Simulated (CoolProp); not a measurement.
Vapour-liquid equilibrium of ethane (1) + C2F6 (R116) (2) at -11.45 °C; x and y are mole fractions of (1).

The numbers come from the multi-fluid Helmholtz-energy mixture model, Bücker 2006 and Lemmon 2006; pair parameters Bell 2016 in CoolProp.

| x | bubble pressure, mixture model (MPa) | bubble pressure, Raoult's law (MPa) | y, mixture model | y, Raoult's law |
|---|---|---|---|---|
| 0.05 | 1.456 | 1.369 | 0.096 | 0.065 |
| 0.15 | 1.663 | 1.413 | 0.251 | 0.190 |
| 0.25 | 1.840 | 1.458 | 0.368 | 0.307 |
| 0.35 | 1.977 | 1.502 | 0.459 | 0.417 |
| 0.45 | 2.073 | 1.546 | 0.532 | 0.521 |
| 0.55 | 2.130 | 1.591 | 0.595 | 0.619 |
| 0.65 | 2.152 | 1.635 | 0.654 | 0.712 |
| 0.75 | 2.136 | 1.679 | 0.716 | 0.800 |
| 0.85 | 2.070 | 1.724 | 0.793 | 0.883 |
| 0.95 | 1.919 | 1.768 | 0.909 | 0.962 |

The largest gap from Raoult's law is +34.1 % in bubble pressure, at x = 0.45. y crosses x between x = 0.65 and 0.75: the model has an azeotrope there.

Pair parameters are fitted to limited data, so mixtures are less certain than the pure fluids.
